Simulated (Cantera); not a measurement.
Cantera run, input and output.

```python
import numpy as np
import cantera as ct

gas = ct.Solution("gri30.yaml", transport_model="multicomponent")
show = ['H2', 'C2H2', 'N2']

rows = []
print(f"{'T/K':>7s}{'rho':>11s}{'cp':>10s}{'mu':>11s}{'lambda':>11s}{'Pr':>7s}" + "".join(f"{'D_' + s:>11s}" for s in show))
for T in [400, 500, 600, 700, 800, 900]:
    gas.TPX = T, 1000000, {'C2H2': 0.98, 'CO2': 0.4, 'CH3OH': 0.55, 'CO': 0.23}
    Pr = gas.cp_mass * gas.viscosity / gas.thermal_conductivity
    D = [gas.mix_diff_coeffs_mole[gas.species_index(s)] for s in show]
    rows.append([gas.density, gas.cp_mass, gas.viscosity, gas.thermal_conductivity, Pr, *D])
    print(f"{T:7g}{gas.density:11.4e}{gas.cp_mass:10.1f}{gas.viscosity:11.4e}"
          f"{gas.thermal_conductivity:11.4e}{Pr:7.3f}" + "".join(f"{d:11.4e}" for d in D))
print("SI units: kg/m3, J/kg/K, Pa s, W/m/K, m2/s")
```

It prints:

```
    T/K        rho        cp         mu     lambda     Pr       D_H2     D_C2H2       D_N2
    400 9.3526e+00    1500.3 1.5378e-05 3.1327e-02  0.736 1.0799e-05 2.2082e-06 2.8263e-06
    500 7.4821e+00    1653.1 1.8713e-05 4.1926e-02  0.738 1.5841e-05 3.3516e-06 4.2047e-06
    600 6.2351e+00    1784.9 2.1805e-05 5.2666e-02  0.739 2.1592e-05 4.6780e-06 5.7843e-06
    700 5.3443e+00    1897.3 2.4692e-05 6.3341e-02  0.740 2.8006e-05 6.1721e-06 7.5504e-06
    800 4.6763e+00    1993.9 2.7407e-05 7.3854e-02  0.740 3.5046e-05 7.8223e-06 9.4917e-06
    900 4.1567e+00    2079.6 2.9976e-05 8.4238e-02  0.740 4.2683e-05 9.6193e-06 1.1599e-05
SI units: kg/m3, J/kg/K, Pa s, W/m/K, m2/s
```

Cantera simulation using GRI-Mech 3.0 (53 species, 325 reactions); the numbers are that mechanism's predictions, not measurements. Polar gases are described roughly by these parameters.
